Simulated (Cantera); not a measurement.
What does this Cantera script print?

```python
import numpy as np
import cantera as ct

gas_names = """
    N NO NO2 NO3 N2 N2O O O2 O3 Si SiN SiO SiO2 Si2 Si2N Si3
""".split()
cond_names = """
    Si(cr) Si(L) SiO2(Lqz) SiO2(hqz) SiO2(L) Si2N2O(s) Si3N4(a)
""".split()


def load(file, names, dense=False):
    # The tables refer to 1 bar. Condensed volumes are neglected.
    table = {s.name: s for s in ct.Species.list_from_file(file)}
    out = []
    for n in names:
        d = dict(table[n].input_data)
        d["thermo"] = dict(d["thermo"], **{"reference-pressure": 1e5})
        if dense:
            d["equation-of-state"] = {"model": "constant-volume", "density": "1e6 g/cm^3"}
        out.append(ct.Species.from_dict(d))
    return out


gas = ct.Solution(thermo="ideal-gas", species=load("nasa_gas.yaml", gas_names))
cond = {s.name: ct.Solution(thermo="fixed-stoichiometry", species=[s], name=s.name)
        for s in load("nasa_condensed.yaml", cond_names, dense=True)}
atoms = {
    'Si3N4': {'Si': 3, 'N': 4},
    'O2': {'O': 2},
    'N2': {'N': 2},
}
top_T = {'Si2N2O(s)': 2100, 'Si3N4(a)': 2400}  # K; cautious upper limits of use, not melting points


def equilibrate(T, P, feed):
    n = {}
    for name, mol in feed.items():
        for a, k in atoms[name].items():
            n[a] = n.get(a, 0.0) + k * mol
    gas.TPX = T, P, n
    mass = sum(n.values()) * gas.mean_molecular_weight
    gas.equilibrate("TP")
    valid = [c for c in cond.values() if c.min_temp <= T <= top_T.get(c.name, c.max_temp)]
    mix = ct.Mixture([(gas, mass / gas.mean_molecular_weight)] + [(c, 0.0) for c in valid])
    mix.T, mix.P = T, P
    mix.equilibrate("TP", solver="vcs", rtol=1e-11, max_steps=5000)
    return mix


results = []
feed = {'Si3N4': 1, 'O2': 0.0027, 'N2': 9.8}  # mol
P = 69  # Pa
for T in [1450, 1500, 1550, 1600, 1650, 1700, 1750, 1800, 1850, 1900, 1950, 2000, 2050]:
    mix = equilibrate(T, P, feed)
    results.append((T, P, feed, dict(zip(mix.species_names, mix.species_moles))))

top = {s: max(r[3][s] / sum(r[3][g] for g in gas_names) for r in results) for s in gas_names}
cols = sorted((s for s in top if top[s] > 1e-06), key=lambda s: -top[s])[:5]
seen = [c for c in cond_names if any(r[3].get(c, 0) > 1e-12 for r in results)]
print("log10 of partial pressures in bar; condensed amounts in mol")
print(f"{'T/K':>10s}" + "".join(f"{s[:9]:>10s}" for s in cols + seen))
for T, P, feed, n in results:
    ng = sum(n[g] for g in gas_names)
    print(f"{T:10.4g}" + "".join(f"{np.log10(max(n[s] / ng * P / 1e5, 1e-99)):10.3f}" for s in cols)
          + "".join(f"{n.get(c, 0):10.4g}" for c in seen))
```

Result:

```
log10 of partial pressures in bar; condensed amounts in mol
       T/K        N2        Si       Si2      Si2N       SiN    Si(cr)     Si(L) Si2N2O(s)  Si3N4(a)
      1450    -3.161    -9.582   -13.706   -11.879   -10.958         0         0  0.004381    0.9967
      1500    -3.161    -8.753   -12.421   -10.823   -10.225         0         0 0.0003597    0.9981
      1550    -3.161    -7.978   -11.221    -9.838    -9.540         0         0         0    0.9981
      1600    -3.161    -7.253   -10.098    -8.915    -8.898         0         0         0    0.9979
      1650    -3.162    -6.572    -9.044    -8.050    -8.296      2.99         0         0         0
      1700    -3.162    -6.168    -8.527    -7.711    -7.967         0     2.982         0         0
      1750    -3.162    -5.824    -8.110    -7.462    -7.692         0     2.967         0         0
      1800    -3.163    -5.498    -7.717    -7.227    -7.434         0     2.936         0         0
      1850    -3.166    -5.191    -7.346    -7.007    -7.189         0     2.877         0         0
      1900    -3.170    -4.899    -6.994    -6.799    -6.959         0     2.763         0         0
      1950    -3.177    -4.623    -6.661    -6.604    -6.743         0      2.55         0         0
      2000    -3.190    -4.361    -6.345    -6.422    -6.541         0     2.157         0         0
      2050    -3.214    -4.112    -6.045    -6.256    -6.354         0     1.426         0         0
```

Method: chemical equilibrium by Gibbs-energy minimisation in Cantera with the NASA 1993 tables (ideal gas, pure condensed phases). Mutual solubility and eutectic melting of coexisting phases are not modelled. The tables' values for SiN are old estimates; treat these amounts as uncertain.
